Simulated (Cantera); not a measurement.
A closed system holds: 1 mol NiS, 2.3 mol H₂, 4.9 mol N₂, held at 0.100 bar.

Method: chemical equilibrium by Gibbs-energy minimisation in Cantera with the NASA 1993 tables (ideal gas, pure condensed phases). Candidate condensed phases: Ni, NiS, NiS₂, Ni₃S₂, Ni₃S₄, S; 17 gas species. Gases not in the tables: S₃ to S₇. The numbers say what is thermodynamically allowed, not how fast it happens.

Problem. Which condensed phases are stable at each of these points (T (K)): 748, 848, 948, 1048, 1148, 1248, 1348, 1448, 1548?

Solution. 
| T (K) | condensed phases | Ni condensed (%) |
|---|---|---|
| 748 | Ni₃S₂(s) | 100.0 |
| 848 | Ni₃S₂(s) | 100.0 |
| 948 | Ni₃S₂(s) | 100.0 |
| 1048 | Ni₃S₂(s) | 100.0 |
| 1148 | Ni₃S₂(l) | 100.0 |
| 1248 | Ni₃S₂(l) | 100.0 |
| 1348 | Ni₃S₂(l) | 100.0 |
| 1448 | Ni₃S₂(l) | 100.0 |
| 1548 | Ni₃S₂(l) | 100.0 |

From 748 K to 1048 K the condensed part is Ni₃S₂(s). From 1148 K to 1548 K the condensed part is Ni₃S₂(l).
